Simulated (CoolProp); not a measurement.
Saturation properties of R113 (Tc = 487.2 K, pc = 3392 kPa, ω = 0.253).

Model: reference Helmholtz-energy equation of state, Marx 1992, in CoolProp.

| T (K) | p (kPa) | liquid density (kg/m³) | vapour density (kg/m³) | enthalpy of vaporisation (kJ/kg) | liquid cp (kJ/(kg K)) | surface tension (mN/m) |
|---|---|---|---|---|---|---|
| 274 | 15.67 | 1620 | 1.303 | 158.5 | 0.8964 | 20.0 |
| 277.4 | 18.41 | 1612 | ? | 157.5 | ? | 19.6 |
| 280.8 | 21.54 | 1604 | 1.752 | 156.5 | 0.9021 | 19.2 |
| 284.1 | 24.96 | 1596 | 2.010 | 155.5 | 0.9050 | 18.8 |
| 287.5 | 28.94 | 1588 | 2.307 | 154.5 | 0.9080 | 18.4 |
| 290.9 | 33.42 | 1580 | 2.637 | 153.5 | ? | 18.0 |
| 294.2 | 38.28 | 1572 | 2.993 | 152.5 | 0.9141 | 17.6 |
| 297.6 | 43.87 | 1564 | 3.398 | 151.5 | 0.9173 | 17.3 |
| 301 | 50.09 | ? | 3.845 | 150.5 | 0.9205 | 16.9 |
| 304.4 | 56.99 | 1548 | 4.336 | 149.4 | 0.9238 | ? |
| 307.7 | 64.39 | 1540 | 4.859 | 148.4 | 0.9271 | 16.1 |
| 311.1 | 72.78 | 1532 | 5.448 | 147.4 | 0.9305 | 15.7 |
| 314.5 | 82.02 | 1524 | 6.092 | 146.3 | 0.9339 | 15.4 |
| 317.8 | ? | 1515 | 6.772 | 145.3 | 0.9373 | 15.0 |

Question: What belongs in the gaps?

Answer: 
- 277.4, vapour density (kg/m³): 1.514
- 277.4, liquid cp (kJ/(kg K)): 0.8992
- 290.9, liquid cp (kJ/(kg K)): 0.9111
- 301, liquid density (kg/m³): 1556
- 304.4, surface tension (mN/m): 16.5
- 317.8, p (kPa): 91.84

It boils at 320.7 K under 1 atm.

Surface tension comes from a separate correlation (Mulero 2012).
